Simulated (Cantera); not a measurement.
Input: 1 mol Si₃H₈, 0.46 mol HCl, 650 mol H₂, at 1225 °C and 1.80 mbar.

Cantera equilibrium calculation (NASA polynomials, part measured and part estimated; ideal gas, pure solids and liquids). Candidate condensed phases: Si; 19 gas species. The feed counts by its element totals alone. The numbers say what is thermodynamically allowed, not how fast it happens.

Q: What is the equilibrium state?

A: 
| Property | Value |
|---|---|
| x(H₂) | 0.999 |
| x(HCl) | 0.000699 |
| x(H) | 0.000405 |
| x(Si) | 5.58e-6 |
| x(SiCl₂) | 1.57e-6 |
| x(SiH₂) | 1.46e-6 |
| n(Si(s)) | 2.99 mol |
| gas amount | 654.6 mol |
